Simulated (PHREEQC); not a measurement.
Dissolve 4.6 mmol/kgw HF, 1.5 mmol/kgw NaF and 0.7 mmol/kgw (NH4)2SiF6 at 45 °C. Closed to the air; pH follows from the charge balance.

All values are PHREEQC results (ion-association model, phreeqc.dat), not measurements.

Task: The ionic strength comes out as 0.00441 mol/kgw. What activity coefficients do HF2-, NH4+, SiF6-2, Na+, F- get?

Result: HF2- 0.93, NH4+ 0.93, SiF6-2 0.75, Na+ 0.93, F- 0.93.

No solid was allowed to form. Away from 25 °C the constants follow the database's enthalpies or fits; those with neither stay at their 25 °C values. SiF6-2 is the database's only silicon fluoride.
